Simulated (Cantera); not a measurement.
A freely propagating, adiabatic, planar premixed flame of CH3OH : O2 : N2 : H2O = 1 : 1.25 : 4.75 : 1.1 (molar parts), equivalence ratio 1.2, unburnt at 575 K and 101000 Pa; mixture-averaged transport, grid criteria slope 0.08 and curve 0.16, no radiation.

Computed with Cantera and GRI-Mech 3.0 (53 species, 325 reactions). GRI-Mech 3.0 was tuned for natural gas; its chemistry of methanol as a main component is partial and can be far from experiment. Burning velocities carry a grid error of a few per cent, more on coarse grids.

Question: What does this change do: inlet temperature 575 to 350 K?

Answer: 
```csv
quantity,before,after
laminar burning velocity,111 cm/s,45.0 cm/s
thermal thickness,0.292 mm,0.368 mm
peak x(C2H6),1.09e-6,1.01e-6
peak x(CH2CO),8.32e-6,5.96e-6
```

Question: What does this change do: N2 4.75 to 3.7 parts?

Answer: 
| quantity | before | after |
|---|---|---|
| laminar burning velocity | 111 cm/s | 141 cm/s |
| thermal thickness | 0.292 mm | 0.251 mm |
| peak x(C2H6) | 1.09e-6 | 1.29e-6 |
| peak x(CH2CO) | 8.32e-6 | 1.08e-5 |
